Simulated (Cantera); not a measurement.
An isothermal, constant-pressure homogeneous reactor starts with H₂ : O₂ = 0.007 : 1 (molar parts), at 1423 K and 0.900 Torr. Integrator tolerance rtol = 1e-08.

Computed with Cantera and the H2/O2 subset of GRI-Mech 3.0, which has no nitrogen chemistry. Radical loss at walls, strong at low pressure, is not modelled.

Question: What does this change do: H2 0.007 to 0.013 parts?

Answer: 
```tsv
quantity	before	after
x(H₂) at 2.00 s	1.87e-5 (gas-phase equilibrium 1.29e-7)	6.11e-5 (gas-phase equilibrium 2.40e-7)
x(O₂) at 2.00 s	0.986 (gas-phase equilibrium 0.993)	0.975 (gas-phase equilibrium 0.987)
x(H₂O) at 2.00 s	0.00638 (gas-phase equilibrium 0.00693)	0.0117 (gas-phase equilibrium 0.0129)
x(H₂O₂) at 2.00 s	5.58e-10 (gas-phase equilibrium 3.11e-11)	1.08e-9 (gas-phase equilibrium 5.75e-11)
x(O) at 2.00 s	0.00610 (gas-phase equilibrium 3.90e-5)	0.0107 (gas-phase equilibrium 3.89e-5)
x(HO₂) at 2.00 s	2.46e-8 (gas-phase equilibrium 1.71e-8)	4.37e-8 (gas-phase equilibrium 2.32e-8)
```
